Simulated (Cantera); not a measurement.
**Equilibrium for silicon epitaxy and polysilicon growth: Si3H8 + Cl2 + H2**

Charge: 1 mol Si3H8, 0.098 mol Cl2, a varied amount of H2, equilibrated at 1025 °C and 10.0 Torr.

Equilibrium computed with Cantera from the NASA thermochemical tables; the gas is ideal and each condensed phase is pure. Candidate condensed phases: Si; 19 gas species. The feed counts by its element totals alone. The tables' values for SiCl3 are old estimates; treat these amounts as uncertain. Rates play no part.

| n(H2) (mol) | x H2 | x HCl | x SiCl2 | x SiCl3 | x SiHCl3 | x H | x SiCl4 | x SiH2Cl2 | n Si(s) |
|---|---|---|---|---|---|---|---|---|---|
| 3.5 | 0.976 | 0.0228 | 0.00141 | 4.24e-5 | 1.47e-5 | 9.19e-6 | 7.60e-6 | 4.01e-6 | 2.99 |
| 4.4 | 0.978 | 0.0206 | 0.00115 | 3.13e-5 | 1.09e-5 | 9.20e-6 | 5.07e-6 | 3.29e-6 | 2.99 |
| 5.5 | 0.981 | 0.0185 | 0.000925 | 2.25e-5 | 7.81e-6 | 9.21e-6 | 3.26e-6 | 2.64e-6 | 2.99 |
| 6.9 | 0.983 | 0.0163 | 0.000720 | 1.54e-5 | 5.37e-6 | 9.22e-6 | 1.97e-6 | 2.06e-6 | 2.99 |
| 8.7 | 0.985 | 0.0142 | 0.000543 | 1.01e-5 | 3.52e-6 | 9.23e-6 | 1.12e-6 | 1.56e-6 | 2.99 |
| 11 | 0.987 | 0.0122 | 0.000398 | 6.34e-6 | 2.21e-6 | 9.24e-6 | 6.03e-7 | 1.14e-6 | 2.99 |
| 14 | 0.989 | 0.0102 | 0.000282 | 3.79e-6 | 1.32e-6 | 9.25e-6 | 3.03e-7 | 8.13e-7 | 2.99 |
| 17 | 0.991 | 0.00886 | 0.000211 | 2.44e-6 | 8.53e-7 | 9.26e-6 | 1.69e-7 | 6.07e-7 | 3.00 |
| 22 | 0.993 | 0.00722 | 0.000140 | 1.32e-6 | 4.62e-7 | 9.27e-6 | 7.45e-8 | 4.04e-7 | 3.00 |
| 28 | 0.994 | 0.00592 | 9.37e-5 | 7.24e-7 | 2.53e-7 | 9.27e-6 | 3.34e-8 | 2.71e-7 | 3.00 |
| 35 | 0.995 | 0.00488 | 6.38e-5 | 4.06e-7 | 1.42e-7 | 9.28e-6 | 1.55e-8 | 1.85e-7 | 3.00 |
| 44 | 0.996 | 0.00399 | 4.25e-5 | 2.21e-7 | 7.75e-8 | 9.28e-6 | 6.88e-9 | 1.23e-7 | 3.00 |
| 56 | 0.997 | 0.00321 | 2.74e-5 | 1.15e-7 | 4.02e-8 | 9.29e-6 | 2.86e-9 | 7.96e-8 | 3.00 |
x: gas mole fraction; n: condensed amount in mol.

From 3.5 mol H2 to 56 mol H2 the condensed part is Si(s). The main Si-bearing gas is SiCl2 throughout.
